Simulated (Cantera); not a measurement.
Charge: 1 mol Si, 0.82 mol O₂, 0.4 mol CO, equilibrated at 1723.15 K and 10.0 mbar.

These are equilibrium values from Cantera (NASA tables, ideal gas, pure condensed phases), not measurements of a reactor. Candidate condensed phases: C, Si, SiC, SiO₂; 20 gas species. The tables hold silica as quartz up to 1696 K and as liquid above; real silica turns to tridymite and cristobalite and melts near 1996 K. The numbers say what is thermodynamically allowed, not how fast it happens.

Base state: CO 0.526, SiO 0.474, CO₂ 1.44e-5 (mole fractions); condensed: SiO₂(condensed).

Problem. What changes in the equilibrium state with this change: temperature from 1723.15 K to 1498.15 K?

Solution. 
```
species                before    after
--------------------  -------  -------
CO                      0.526    0.994
SiO                     0.474  0.00554
CO₂                   1.44e-5  1.13e-5
SiO₂(condensed), mol    0.640        0
SiC(s), mol                 0    0.119
SiO₂(β-quartz), mol         0    0.879
```
Mutual solubility and eutectic melting of coexisting phases are not modelled.

Problem. What changes in the equilibrium state with this change: temperature from 1723.15 K to 1298 K?

Solution. 
```json
[
 {"species": "CO", "before": "0.526", "after": "1.000"},
 {"species": "CO₂", "before": "1.44e-5", "after": "5.30e-5"},
 {"species": "SiO", "before": "0.474", "after": "2.09e-6"},
 {"species": "SiO₂(condensed), mol", "before": "0.640", "after": "0"},
 {"species": "C(graphite), mol", "before": "0", "after": "0.360"},
 {"species": "SiO₂(β-quartz), mol", "before": "0", "after": "1.00"}
]
```
